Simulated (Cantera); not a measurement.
A closed system holds: 1 mol Si3N4, a varied amount of O2, held at 1775 K and 0.100 bar.

Method: chemical equilibrium by Gibbs-energy minimisation in Cantera with the NASA 1993 tables (ideal gas, pure condensed phases). Candidate condensed phases: Si, SiO2, Si2N2O, Si3N4; 16 gas species. Mutual solubility and eutectic melting of coexisting phases are not modelled. The tables hold silica as quartz up to 1696 K and as liquid above; real silica turns to tridymite and cristobalite and melts near 1996 K. Kinetics and transport are ignored.

Q: Which condensed phases are stable at each of these points (n(O2) (mol)): 0.24, 0.34, 0.49, 0.69, 0.99, 1.4, 2, 2.8, 4.1, 5.8, 8.2, 12, 17?

A: 
```csv
n(O2) (mol),condensed phases,Si condensed (%)
0.24,Si2N2O(s) + Si3N4(s),100.0
0.34,Si2N2O(s) + Si3N4(s),100.0
0.49,Si2N2O(s) + Si3N4(s),100.0
0.69,Si2N2O(s) + Si3N4(s),100.0
0.99,SiO2(condensed) + Si2N2O(s),99.5
1.4,SiO2(condensed) + Si2N2O(s),99.2
2,SiO2(condensed) + Si2N2O(s),98.9
2.8,SiO2(condensed) + Si2N2O(s),98.5
4.1,SiO2(condensed),100.0
5.8,SiO2(condensed),100.0
8.2,SiO2(condensed),100.0
12,SiO2(condensed),100.0
17,SiO2(condensed),100.0
```

From 0.24 mol O2 to 0.69 mol O2 the condensed part is Si2N2O(s) + Si3N4(s). From 0.99 mol O2 to 2.8 mol O2 the condensed part is SiO2(condensed) + Si2N2O(s). From 4.1 mol O2 to 17 mol O2 the condensed part is SiO2(condensed).
